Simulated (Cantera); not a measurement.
# Stirred combustor or abatement burner

A perfectly stirred reactor is fed with H2 : O2 : N2 : H2O = 1 : 0.312 : 1.34 : 0.059 (molar parts), equivalence ratio 1.6, at 2.10 bar; it is adiabatic with a 548 K inlet, and is followed from long to short residence time, starting on the burning branch (τ in s: 0.35, 0.16, 0.069, 0.03, 0.013, 0.0059, 0.0026, 0.0011, 0.0005, 0.00022, 9.8e-05, 4.3e-05, 1.9e-05).

Computed with Cantera and the H2/O2 subset of GRI-Mech 3.0, which has no nitrogen chemistry. The hydrogen kinetics of GRI-Mech 3.0 are dated; newer H2 mechanisms differ, most at raised pressure.

| τ (s) | T (K) | x H2 | x O2 | x H2O | x H2O2 | x H | x O |
|---|---|---|---|---|---|---|---|
| 0.35 | 2249 | 0.156 | 8.90e-6 | 0.284 | 3.90e-9 | 0.00222 | 5.97e-6 |
| 0.16 | 2247 | 0.156 | 1.42e-5 | 0.284 | 4.78e-9 | 0.00242 | 7.07e-6 |
| 0.069 | 2244 | 0.155 | 2.49e-5 | 0.283 | 6.78e-9 | 0.00283 | 9.72e-6 |
| 0.030 | 2238 | 0.155 | 4.38e-5 | 0.283 | 1.10e-8 | 0.00360 | 1.57e-5 |
| 0.013 | 2228 | 0.155 | 7.68e-5 | 0.282 | 1.93e-8 | 0.00490 | 2.90e-5 |
| 0.0059 | 2213 | 0.154 | 0.000131 | 0.281 | 3.35e-8 | 0.00682 | 5.57e-5 |
| 0.0026 | 2189 | 0.153 | 0.000229 | 0.280 | 5.81e-8 | 0.00977 | 0.000112 |
| 0.0011 | 2153 | 0.151 | 0.000419 | 0.278 | 9.95e-8 | 0.0143 | 0.000233 |
| 0.00050 | 2106 | 0.149 | 0.000734 | 0.274 | 1.60e-7 | 0.0201 | 0.000443 |
| 0.00022 | 2038 | 0.146 | 0.00132 | 0.270 | 2.65e-7 | 0.0282 | 0.000821 |
| 9.8e-5 | 1950 | 0.143 | 0.00232 | 0.265 | 4.49e-7 | 0.0384 | 0.00140 |
| 4.3e-5 | 1837 | 0.140 | 0.00415 | 0.257 | 8.02e-7 | 0.0507 | 0.00221 |
| 1.9e-5 | 1702 | 0.140 | 0.00769 | 0.247 | 1.45e-6 | 0.0630 | 0.00311 |
x: mole fraction; the columns are a selection and need not sum to one.
